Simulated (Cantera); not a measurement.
# Counterflow diffusion flame

A counterflow diffusion flame at 2030 Torr, nozzles 20 mm apart: fuel side CH4 : N2 = 1 : 1.2 (molar parts) at 550 K, oxidiser side O2 : N2 = 0.23 : 0.77 (molar parts) at 548 K, fuel mass flux 0.92 times the oxidiser's; mixture-averaged transport, no radiation.

Cantera simulation using GRI-Mech 3.0 (53 species, 325 reactions); the numbers are that mechanism's predictions, not measurements. GRI-Mech 3.0 has no aromatics or soot, which form on the fuel side of real flames. The maximum strain rate includes the flame's own expansion and is several times the mean.

```tsv
oxidiser flux (kg/m²/s)	max strain (1/s)	mean strain (1/s)	T max (K)	peak x OH	peak x H	peak x NO	peak x CO	peak x C2H2
0.68	183	43.3	2209	0.00648	0.00203	0.000343	0.0464	0.0108
0.96	252	61.1	2192	0.00664	0.00216	0.000322	0.0454	0.00992
1.4	357	89.2	2175	0.00677	0.00229	0.000297	0.0445	0.00900
1.9	474	121	2163	0.00687	0.00240	0.000275	0.0439	0.00829
2.8	683	178	2146	0.00695	0.00253	0.000245	0.0434	0.00747
3.9	933	248	2130	0.00695	0.00263	0.000214	0.0431	0.00673
5.6	1310	357	2109	0.00688	0.00271	0.000177	0.0428	0.00595
7.9	1820	503	2086	0.00671	0.00276	0.000140	0.0427	0.00520
```
x: mole fraction; the columns are a selection and need not sum to one.
